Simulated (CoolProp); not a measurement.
A simple Rankine cycle with R1233zd(E): condensing at 329.15 K, boiler at 1.2 MPa, turbine inlet 384.7 K, turbine efficiency 0.85, pump efficiency 0.7, no recuperator. Each further row changes one setting.

The numbers come from the reference Helmholtz-energy equation of state, Akasaka 2022 in CoolProp.

| case | thermal efficiency (%) | net work (kJ/kg) | heat in (kJ/kg) | turbine exit temperature (K) | volume ratio over the turbine |
|---|---|---|---|---|---|
| as stated | 9.4 | (withheld) | 209 | (withheld) | 3.66 |
| turbine inlet 404.7 K | 9.3 | 21.5 | 230 | 367.7 | (withheld) |
| condensing temperature 321.15 K | (withheld) | 23.5 | (withheld) | 340.3 | 4.62 |
| boiler pressure 0.84 MPa | 7.0 | 15.1 | 216 | 359.4 | (withheld) |
| turbine efficiency 0.75 | 8.2 | (withheld) | 209 | (withheld) | 3.70 |

Task: Fill in the missing entries.

Result: 
- as stated, net work (kJ/kg): 19.6
- as stated, turbine exit temperature (K): 346.3
- turbine inlet 404.7 K, volume ratio over the turbine: 3.55
- condensing temperature 321.15 K, thermal efficiency (%): 10.7
- condensing temperature 321.15 K, heat in (kJ/kg): 219
- boiler pressure 0.84 MPa, volume ratio over the turbine: 2.44
- turbine efficiency 0.75, net work (kJ/kg): 17.2
- turbine efficiency 0.75, turbine exit temperature (K): 349.0
